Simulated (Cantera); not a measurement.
A closed system holds: 1 mol Cr, 0.37 mol N₂O, at 2623.15 K and 1000 Pa.

Cantera equilibrium calculation (NASA polynomials, part measured and part estimated; ideal gas, pure solids and liquids). Candidate condensed phases: Cr, CrN, Cr₂N, Cr₂O₃; 14 gas species. Equilibrium is a limit: real reactors are often held back by kinetics, nucleation or transport.

Q: What is the equilibrium state?

A: 
```
Item                                 Result
--------------------------------  ---------
x(Cr)                                 0.492
x(N₂)                                 0.266
x(CrO)                                0.205
x(CrO₂)                              0.0235
x(O)                                 0.0100
x(O₂)                               0.00150
x(NO)                               0.00139
x(CrO₃)                             1.10e-5
x(N)                                4.47e-6
gas amount                        1.387 mol
log10 activity of Cr(l) (absent)      -1.55
```
